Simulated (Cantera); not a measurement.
Cantera run, input and output.

```python
import numpy as np
import cantera as ct

gas = ct.Solution("gri30.yaml")
gas.TPX = 1275, 500, {'H2': 0.0068, 'O2': 1, 'H2O': 0.0015}
reactor = ct.IdealGasConstPressureReactor(gas, energy="off", clone=False)
net = ct.ReactorNet([reactor])
net.rtol, net.atol = 1e-08, 1e-18
show = ['H2', 'O2', 'HO2', 'H2O2', 'H']
times = np.geomspace(7e-05, 3, 10)

steps = ct.SolutionArray(gas, extra=["t"])
rows = []
print(f"{'t/s':>10s}{'T/K':>9s}{'P/Pa':>11s}" + "".join(f"{s:>11s}" for s in show))
for t in times:
    while net.time < t:
        t_next = net.step()
        steps.append(gas.state, t=t_next)
    rows.append([np.interp(t, steps.t, y) for y in (steps.T, steps.P, *steps(*show).X.T)])
    print(f"{t:10.3e}{rows[-1][0]:9.1f}{rows[-1][1]:11.4g}" + "".join(f"{x:11.3e}" for x in rows[-1][2:]))
rate = np.gradient(steps.T, steps.t)
print("integrator steps:", len(steps.t))
if steps.T.max() > steps.T[0] + 200:
    print(f"time of steepest temperature rise: {steps.t[rate.argmax()]:.4e} s")
gas.TPX = 1275, 500, {'H2': 0.0068, 'O2': 1, 'H2O': 0.0015}
gas.equilibrate("TP")
print(f"equilibrium (TP): T = {gas.T:.1f} K  " + "  ".join(f"{s} {gas[s].X[0]:.3e}" for s in show))
```

It prints:

```
       t/s      T/K       P/Pa         H2         O2        HO2       H2O2          H
 7.000e-05   1275.0        500  6.744e-03  9.918e-01  6.138e-10  8.313e-15  4.152e-10
 2.290e-04   1275.0        500  6.744e-03  9.918e-01  2.008e-09  8.855e-14  7.405e-10
 7.489e-04   1275.0        500  6.744e-03  9.918e-01  6.567e-09  9.357e-13  1.231e-09
 2.450e-03   1275.0        500  6.744e-03  9.918e-01  2.148e-08  9.604e-12  4.256e-09
 8.013e-03   1275.0        500  6.741e-03  9.918e-01  7.103e-08  9.077e-11  1.395e-07
 2.621e-02   1275.0        500  6.600e-04  9.860e-01  2.940e-07  1.340e-08  3.023e-04
 8.573e-02   1275.0        500  2.298e-05  9.854e-01  1.891e-07  4.768e-09  1.864e-04
 2.804e-01   1275.0        500  2.127e-05  9.859e-01  1.819e-07  4.696e-09  1.653e-04
 9.172e-01   1275.0        500  1.679e-05  9.871e-01  1.614e-07  4.459e-09  1.150e-04
 3.000e+00   1275.0        500  8.947e-06  9.893e-01  1.155e-07  3.745e-09  4.404e-05
integrator steps: 682
equilibrium (TP): T = 1275.0 K  H2 6.513e-09  O2 9.917e-01  HO2 7.197e-09  H2O2 2.622e-11  H 8.470e-10
```

Cantera simulation using GRI-Mech 3.0 (53 species, 325 reactions); the numbers are that mechanism's predictions, not measurements. Radical loss at walls, strong at low pressure, is not modelled.
